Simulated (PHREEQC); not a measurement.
Consider water at 60 °C and 50 atm with 0.52 mmol/kgw Li2CO3. Closed to the air; pH follows from the charge balance.

Equilibrium calculation in PHREEQC: ion-association model, phreeqc.dat.

- pH = 9.57
- ionic strength = 0.00117 mol/kgw
- specific conductance = 283 µS/cm
- total alkalinity = 1.04 meq/kg

| species | molality | activity | log γ |
|---|---|---|---|
| Li+ | 0.00104 | 0.000999 | -0.017 |
| OH- | 0.000394 | 0.000378 | -0.018 |
| HCO3- | 0.000393 | 0.000378 | -0.018 |
| CO3-2 | 0.000127 | 0.000108 | -0.070 |
| CO2 | 1.86e-7 | 1.86e-7 | 0.000 |

No solid was allowed to form. Species that the database lacks are ignored. Under pressure, the constants of complexes without a molar volume in the database are unreliable. At this temperature some constants are extrapolated from 25 °C, and those without enthalpy data are left unchanged.
